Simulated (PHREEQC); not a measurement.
Make-up at 20 °C: 2.1 mol/kgw Na2CO3, 0.86 mol/kgw KCl and 0.0011 mol/kgw H4SiO4. Closed to the air; pH follows from the charge balance.

All values are PHREEQC results (Pitzer model, pitzer.dat), not measurements.

Question: The ionic strength comes out as 7.15 mol/kgw. What activity coefficients do K+, HCO3-, H2SiO4-2, Na+, OH- get?

Answer: K+ 0.63, HCO3- 0.24, H2SiO4-2 0.0070, Na+ 0.47, OH- 1.0. Single-ion values are on the MacInnes scale.

No solid was allowed to form. Complexes and solids missing from the database can't appear. In brines, pH and single-ion activities rest on the MacInnes convention.
